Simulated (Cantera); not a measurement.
An isothermal, constant-pressure homogeneous reactor starts with C2H6 : N2 = 1 : 3.5 (molar parts), at 1050 K and 165 Torr. Integrator tolerance rtol = 1e-08.

Model: GRI-Mech 3.0 (53 species, 325 reactions), integrated in Cantera. GRI-Mech 3.0 stops at C3 and has no aromatics, soot or wall deposition, so with more carbon than oxygen in the feed, carbon stays in small species such as C2H2 where larger ones or solid carbon would form.

```json
[
 {"quantity": "x(C2H6) at 70.0 s", "before": "0.00534 (gas-phase equilibrium 0.000340)", "after": "0.000439 (gas-phase equilibrium 3.92e-5)"},
 {"quantity": "x(CH2) at 70.0 s", "before": "<1e-12 (gas-phase equilibrium <1e-12)", "after": "<1e-12 (gas-phase equilibrium <1e-12)"},
 {"quantity": "x(CH3) at 70.0 s", "before": "6.13e-7 (gas-phase equilibrium 3.49e-7)", "after": "5.82e-7 (gas-phase equilibrium 4.81e-7)"},
 {"quantity": "x(C2H) at 70.0 s", "before": "<1e-12 (gas-phase equilibrium <1e-12)", "after": "1.30e-12 (gas-phase equilibrium <1e-12)"},
 {"quantity": "x(H2) at 70.0 s", "before": "0.156 (gas-phase equilibrium 0.0338)", "after": "0.183 (gas-phase equilibrium 0.130)"},
 {"quantity": "x(HCN) at 70.0 s", "before": "<1e-12 (gas-phase equilibrium 0.0391)", "after": "<1e-12 (gas-phase equilibrium 0.0543)"},
 {"quantity": "x(CH4) at 70.0 s", "before": "0.0434 (gas-phase equilibrium 0.207)", "after": "0.0215 (gas-phase equilibrium 0.138)"}
]
```

**Question.** Which change was made?
(A) pressure from 165 Torr to 10.00 Torr
(B) N2 3.5 to 22 parts
(C) N2 3.5 to 0.96 parts
(D) temperature 1050 to 1825 K

**Answer.** A, pressure from 165 Torr to 10.00 Torr
